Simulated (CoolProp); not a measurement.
The numbers come from the reference Helmholtz-energy equation of state, Lemmon 2016 in CoolProp.

Q: Give the vapour pressure (kPa), liquid density (kg/m³), enthalpy of vaporisation (kJ/kg) of saturated R365MFC at 66.05 °C.

A: 
```csv
T (°C),p (kPa),liquid density (kg/m³),enthalpy of vaporisation (kJ/kg)
66.05,236,1160,175
```
